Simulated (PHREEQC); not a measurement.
Make-up at 70 °C: 0.85 mol/kgw KCl and 0.0017 mol/kgw H4SiO4. Closed to the air; pH follows from the charge balance.

Model: Pitzer model, pitzer.dat, run in PHREEQC.

### Question
The ionic strength comes out as 0.850 mol/kgw. What activity coefficients do Cl-, H3SiO4-, K+, H+ get?

### Answer
Cl- 0.61, H3SiO4- 0.47, K+ 0.61, H+ 0.73. Single-ion values are on the MacInnes scale.

Precipitation was switched off in this run. At this temperature some constants are extrapolated from 25 °C, and those without enthalpy data are left unchanged.
